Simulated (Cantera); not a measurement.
Feed: 1 mol TEOS, 0.34 mol O2, 10 mol H2, 0.11 mol NO, held at 2023 K and 128 Torr.

Method: chemical equilibrium by Gibbs-energy minimisation in Cantera with the NASA 1993 tables (ideal gas, pure condensed phases). Candidate condensed phases: C, C6H6, C7H8, C8H18, H2O, Si, SiC, SiO2, Si2N2O, Si3N4; 151 gas species. The feed counts by its element totals alone. Equilibrium is a limit: real reactors are often held back by kinetics, nucleation or transport.

Question: What is the equilibrium state?

Answer: 
```json
{
 "x(H2)": "0.800",
 "x(CO)": "0.191",
 "x(H)": "0.00412",
 "x(N2)": "0.00188",
 "x(SiO)": "0.00187",
 "x(C2H2 (acetylene))": "0.000715",
 "x(HCN)": "0.000625",
 "x(CH4)": "4.35e-5",
 "x(HNC)": "3.70e-5",
 "n(C(graphite))": "2.25 mol",
 "n(SiC(s))": "0.953 mol",
 "gas_amount": "24.90 mol",
 "log10 activity of Si(l) (absent)": "-1.22"
}
```
